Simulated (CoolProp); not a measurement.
Saturation properties of chlorine.

Values from CoolProp's reference Helmholtz-energy equation of state, Thol 2021.

```
T (K)  p (MPa)  vapour density (kg/m³)  enthalpy of vaporisation (kJ/kg)
-----  -------  ----------------------  --------------------------------
305          ?                   29.58                             242.4
314.2    1.171                   37.00                             234.6
323.3    1.451                       ?                             226.3
332.4    1.775                   55.97                                 ?
341.5    2.149                       ?                             207.8
350.6    2.574                   82.36                             197.4
359.8    3.061                   99.48                                 ?
368.9    3.603                   119.7                                 ?
378      4.209                   144.2                             159.5
387.1    4.882                   174.6                             143.5
396.3    5.636                   214.4                                 ?
405.4    6.463                   270.6                             99.97
```

### Question
Some entries are withheld; supply them.

### Answer

- 305, p (MPa): 0.9300
- 323.3, vapour density (kg/m³): 45.70
- 332.4, enthalpy of vaporisation (kJ/kg): 217.4
- 341.5, vapour density (kg/m³): 68.08
- 359.8, enthalpy of vaporisation (kJ/kg): 186.0
- 368.9, enthalpy of vaporisation (kJ/kg): 173.5
- 396.3, enthalpy of vaporisation (kJ/kg): 124.4

It boils at 239.2 K under 1 atm.
